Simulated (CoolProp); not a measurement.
Vapour-liquid equilibrium of R143a (1) + R134a (2) at 261.1 K; x and y are mole fractions of (1).

Model: multi-fluid Helmholtz-energy mixture model, Lemmon and Jacobsen 2000 and Tillner-Roth 1994; pair parameters Lemmon 2004, in CoolProp.

Q: Give the bubble pressure and the first vapour's composition at x = 0.55, 0.75, 0.85. Is there an azeotrope?

A: x = 0.55: 3.111 bar, y = 0.717; x = 0.75: 3.581 bar, y = 0.860; x = 0.85: 3.819 bar, y = 0.920. No azeotrope shows between x = 0.05 and 0.95.

The pair parameters rest on a limited set of measurements; away from them the model extrapolates.
